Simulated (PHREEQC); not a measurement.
Solution (25 °C): 2.9 mmol/kgw HF, 96 mmol/kgw Na2CO3 and 32 mmol/kgw NaCl. Closed to the air; pH follows from the charge balance.

Computed with PHREEQC (ion-association model, phreeqc.dat).

Each row changes one thing in this solution. This is a speciation only: nothing precipitates in the calculation.

```
case                                 pH  ionic strength (mol/kgw)  Na+ (mol/kgw)  CO3-2 (mol/kgw)  NaCO3- (mol/kgw)  HCO3- (mol/kgw)
--------------------------------  -----  ------------------------  -------------  ---------------  ----------------  ---------------
as made                           10.99                     0.224          0.178           0.0461            0.0456          0.00409
temperature from 25 to 30 °C      10.88                     0.214          0.173           0.0408            0.0507          0.00426
NaCl from 0.032 to 0.064 mol/kgw  10.96                     0.251          0.207           0.0435            0.0483          0.00400
NaCl left out                     11.02                     0.198          0.149           0.0491            0.0425          0.00419
diluted 100-fold with water       10.48                   0.00281        0.00222         0.000589           1.94e-5         0.000352
```
